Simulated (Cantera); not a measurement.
Input: 1 mol SiO2, 8.8 mol CO, 4.5 mol H2, at 4.30 bar.

Equilibrium computed with Cantera from the NASA thermochemical tables; the gas is ideal and each condensed phase is pure. Candidate condensed phases: C, C6H6, C7H8, C8H18, H2O, Si, SiC, SiO2; 123 gas species. The numbers say what is thermodynamically allowed, not how fast it happens.

Q: At 1123 K, list the 5 most abundant gas species with their mole fractions, and the condensed phases.

A: CO 0.549, H2 0.312, CO2 0.0782, H2O 0.0486, CH4 0.0123. Condensed: C(graphite) + SiO2(β-quartz).
